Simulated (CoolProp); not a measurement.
Vapour-liquid equilibrium of R113 (1) + benzene (2) at 343.3 K; x and y are mole fractions of (1).

Model: multi-fluid Helmholtz-energy mixture model, Marx 1992 and Thol 2012; pair parameters Bell 2016, in CoolProp.

| x | bubble pressure (kPa) | y at the bubble point | dew pressure at overall composition x (kPa) | liquid density (mol/L) |
|---|---|---|---|---|
| 0.05 | 87.50 | 0.192 | 77.04 | 10.37 |
| 0.2 | 118.0 | 0.475 | 88.17 | 9.856 |
| 0.35 | 139.3 | 0.616 | 102.6 | 9.383 |
| 0.5 | 156.2 | 0.715 | 121.4 | 8.948 |
| 0.65 | 171.0 | 0.800 | 144.9 | 8.550 |
| 0.8 | 184.8 | 0.883 | 171.0 | 8.184 |
| 0.95 | 198.0 | 0.970 | 195.1 | 7.848 |

No azeotrope shows between x = 0.05 and 0.95.

Pair parameters are fitted to limited data, so mixtures are less certain than the pure fluids.
